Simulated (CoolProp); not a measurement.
n-pentane along the isobar 0.9 MPa: Z from the reference equation and from simpler models built on Tc = 196.5 °C, pc = 3.368 MPa, ω = 0.251; each cubic takes its own stable root.

Values from CoolProp's reference Helmholtz-energy equation of state, Thol 2019.

| T (°C) | phase | reference |
|---|---|---|
| 159.25 | gas | 0.8647 |
| 177.95 | gas | 0.8855 |
| 196.75 | gas | 0.9021 |
| 215.55 | gas | 0.9156 |
| 234.25 | gas | 0.9267 |
| 253.05 | gas | 0.9360 |
| 271.75 | gas | 0.9439 |
| 290.55 | gas | 0.9506 |
| 309.35 | gas | 0.9565 |
| 328.05 | gas | 0.9615 |
| 346.85 | gas | 0.9659 |

**Question.** How far does each simpler model (Pitzer virial, van der Waals, Soave-Redlich-Kwong, Peng-Robinson) lie from the reference over these 11 states: mean and median of the absolute difference, and the worst?

**Answer.** 
- Pitzer virial: mean 0.4 %, median 0.2 %, worst +1.4 % at 159.25 °C and 0.9 MPa
- van der Waals: mean 0.9 %, median 0.6 %, worst +3.3 % at 159.25 °C and 0.9 MPa
- Soave-Redlich-Kwong: mean 0.2 %, median 0.1 %, worst +0.4 % at 159.25 °C and 0.9 MPa
- Peng-Robinson: mean 0.8 %, median 0.8 %, worst -1.0 % at 196.75 °C and 0.9 MPa
